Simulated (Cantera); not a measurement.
Mixture: C2H4 : O2 : N2 : CO2 = 1 : 3.95 : 10.7 : 1.1 (molar parts), equivalence ratio 0.76, at 1.00 bar, adiabatic and at constant pressure. Ignition delay is the time to a rise of 400 K.

Detailed kinetics in Cantera: GRI-Mech 3.0 (53 species, 325 reactions). GRI-Mech 3.0 was tuned for natural gas; its chemistry of ethylene as a main component is partial and can be far from experiment.

**Question.** Predict: delay at 1248 K; delay at 1323 K; delay at 1398 K; delay at 1473 K; delay at 1548 K; apparent activation energy between 1398 and 1548 K.

**Answer.** 
```json
{
  "delay at 1248 K": "0.169 ms",
  "delay at 1323 K": "82.3 µs",
  "delay at 1398 K": "50.7 µs",
  "delay at 1473 K": "34.8 µs",
  "delay at 1548 K": "25.5 µs",
  "apparent activation energy between 1398 and 1548 K": "82 kJ/mol"
}
```
